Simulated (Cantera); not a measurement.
**Premixed flame**

A freely propagating, adiabatic, planar premixed flame of H2 : O2 : N2 : H2O = 1 : 0.455 : 1.71 : 0.12 (molar parts), equivalence ratio 1.1, unburnt at 398 K and 1.80 bar; mixture-averaged transport, grid criteria slope 0.08 and curve 0.16, no radiation.

Computed with Cantera and the H2/O2 subset of GRI-Mech 3.0, which has no nitrogen chemistry. Burning velocities carry a grid error of a few per cent, more on coarse grids.

```json
[
 {"z (mm)": "-0.522", "T (K)": "398", "u (m/s)": "3.61", "x H2": "0.304", "x O2": "0.139", "x H2O": "0.0365", "x H": "<1e-8", "x H2O2": "<1e-8", "x HO2": "<1e-8"},
 {"z (mm)": "-0.348", "T (K)": "398", "u (m/s)": "3.61", "x H2": "0.304", "x O2": "0.139", "x H2O": "0.0365", "x H": "<1e-8", "x H2O2": "<1e-8", "x HO2": "<1e-8"},
 {"z (mm)": "-0.261", "T (K)": "398", "u (m/s)": "3.61", "x H2": "0.304", "x O2": "0.139", "x H2O": "0.0365", "x H": "<1e-8", "x H2O2": "<1e-8", "x HO2": "<1e-8"},
 {"z (mm)": "-0.174", "T (K)": "398", "u (m/s)": "3.61", "x H2": "0.304", "x O2": "0.139", "x H2O": "0.0366", "x H": "<1e-8", "x H2O2": "1.17e-8", "x HO2": "1.59e-7"},
 {"z (mm)": "-0.0870", "T (K)": "416", "u (m/s)": "3.72", "x H2": "0.295", "x O2": "0.140", "x H2O": "0.0376", "x H": "9.40e-7", "x H2O2": "6.68e-6", "x HO2": "8.40e-5"},
 {"z (mm)": "-0.0435", "T (K)": "646", "u (m/s)": "5.59", "x H2": "0.258", "x O2": "0.137", "x H2O": "0.0564", "x H": "0.00119", "x H2O2": "9.66e-5", "x HO2": "0.000665"},
 {"z (mm)": "0", "T (K)": "1126", "u (m/s)": "9.42", "x H2": "0.182", "x O2": "0.109", "x H2O": "0.128", "x H": "0.0150", "x H2O2": "3.30e-5", "x HO2": "0.000236"},
 {"z (mm)": "0.0435", "T (K)": "1475", "u (m/s)": "12.2", "x H2": "0.104", "x O2": "0.0601", "x H2O": "0.220", "x H": "0.0338", "x H2O2": "5.61e-6", "x HO2": "9.96e-5"},
 {"z (mm)": "0.0870", "T (K)": "1664", "u (m/s)": "13.6", "x H2": "0.0672", "x O2": "0.0313", "x H2O": "0.270", "x H": "0.0393", "x H2O2": "3.10e-6", "x HO2": "4.60e-5"},
 {"z (mm)": "0.174", "T (K)": "1842", "u (m/s)": "15.0", "x H2": "0.0536", "x O2": "0.0176", "x H2O": "0.295", "x H": "0.0329", "x H2O2": "1.60e-6", "x HO2": "2.20e-5"},
 {"z (mm)": "0.348", "T (K)": "2003", "u (m/s)": "16.1", "x H2": "0.0501", "x O2": "0.0129", "x H2O": "0.309", "x H": "0.0226", "x H2O2": "8.47e-7", "x HO2": "1.31e-5"},
 {"z (mm)": "0.696", "T (K)": "2141", "u (m/s)": "17.1", "x H2": "0.0456", "x O2": "0.00901", "x H2O": "0.323", "x H": "0.0143", "x H2O2": "5.12e-7", "x HO2": "7.51e-6"},
 {"z (mm)": "1.39", "T (K)": "2247", "u (m/s)": "17.8", "x H2": "0.0405", "x O2": "0.00582", "x H2O": "0.336", "x H": "0.00866", "x H2O2": "3.39e-7", "x HO2": "4.06e-6"}
]
```
x: mole fraction of selected species; z is measured from the peak of heat release.

- laminar burning velocity: 361 cm/s
- thermal thickness: 0.174 mm
- peak x(H): 0.0394
- peak x(H2O2): 9.98e-5
- peak x(HO2): 0.000716
- grid points: 108
